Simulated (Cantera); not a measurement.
## Low-pressure radical oxidation in H2/O2

An isothermal, constant-pressure homogeneous reactor starts with H₂ : O₂ = 0.0076 : 1 (molar parts), equivalence ratio 0.0038, at 1123 K and 0.00148 atm.

Cantera simulation using GRI-Mech 3.0 (53 species, 325 reactions); the numbers are that mechanism's predictions, not measurements. Radical loss at walls, strong at low pressure, is not modelled.

```json
[
 {"t (s)": "2.00e-5", "x H₂": "0.00754", "x O₂": "0.992", "x HO₂": "3.26e-12", "x OH": "<1e-12", "x H": "3.20e-12", "x H₂O₂": "<1e-12", "x O": "<1e-12"},
 {"t (s)": "6.21e-5", "x H₂": "0.00754", "x O₂": "0.992", "x HO₂": "1.01e-11", "x OH": "<1e-12", "x H": "9.56e-12", "x H₂O₂": "<1e-12", "x O": "<1e-12"},
 {"t (s)": "0.000193", "x H₂": "0.00754", "x O₂": "0.992", "x HO₂": "3.14e-11", "x OH": "4.91e-12", "x H": "2.65e-11", "x H₂O₂": "<1e-12", "x O": "4.95e-12"},
 {"t (s)": "0.000599", "x H₂": "0.00754", "x O₂": "0.992", "x HO₂": "9.76e-11", "x OH": "3.75e-11", "x H": "6.09e-11", "x H₂O₂": "<1e-12", "x O": "3.85e-11"},
 {"t (s)": "0.00186", "x H₂": "0.00754", "x O₂": "0.992", "x HO₂": "3.03e-10", "x OH": "2.13e-10", "x H": "1.07e-10", "x H₂O₂": "<1e-12", "x O": "2.32e-10"},
 {"t (s)": "0.00578", "x H₂": "0.00754", "x O₂": "0.992", "x HO₂": "9.42e-10", "x OH": "9.98e-10", "x H": "2.25e-10", "x H₂O₂": "<1e-12", "x O": "1.27e-9"},
 {"t (s)": "0.0179", "x H₂": "0.00754", "x O₂": "0.992", "x HO₂": "2.93e-9", "x OH": "8.23e-9", "x H": "1.34e-9", "x H₂O₂": "<1e-12", "x O": "1.24e-8"},
 {"t (s)": "0.0557", "x H₂": "0.00754", "x O₂": "0.992", "x HO₂": "1.03e-8", "x OH": "1.32e-6", "x H": "2.04e-7", "x H₂O₂": "8.50e-12", "x O": "2.07e-6"},
 {"t (s)": "0.173", "x H₂": "0.000174", "x O₂": "0.986", "x HO₂": "1.57e-7", "x OH": "0.000738", "x H": "0.000479", "x H₂O₂": "4.24e-9", "x O": "0.00622"},
 {"t (s)": "0.537", "x H₂": "2.49e-5", "x O₂": "0.986", "x HO₂": "1.13e-7", "x OH": "0.000470", "x H": "0.000315", "x H₂O₂": "1.71e-9", "x O": "0.00651"},
 {"t (s)": "1.67", "x H₂": "2.28e-5", "x O₂": "0.986", "x HO₂": "1.08e-7", "x OH": "0.000449", "x H": "0.000274", "x H₂O₂": "1.71e-9", "x O": "0.00593"},
 {"t (s)": "5.18", "x H₂": "1.76e-5", "x O₂": "0.988", "x HO₂": "9.64e-8", "x OH": "0.000396", "x H": "0.000185", "x H₂O₂": "1.70e-9", "x O": "0.00455"},
 {"t (s)": "16.1", "x H₂": "9.21e-6", "x O₂": "0.990", "x HO₂": "7.07e-8", "x OH": "0.000286", "x H": "6.86e-5", "x H₂O₂": "1.63e-9", "x O": "0.00234"},
 {"t (s)": "50.0", "x H₂": "2.60e-6", "x O₂": "0.992", "x HO₂": "3.63e-8", "x OH": "0.000152", "x H": "1.02e-5", "x H₂O₂": "1.33e-9", "x O": "0.000652"}
]
```
x: mole fraction; the columns are a selection and need not sum to one.

Equilibrium at this temperature and pressure: H₂ 4.54e-10, O₂ 0.992, HO₂ 9.32e-10, OH 2.02e-6, H 2.36e-11, H₂O₂ 3.35e-12, O 1.14e-7 (gas phase only).
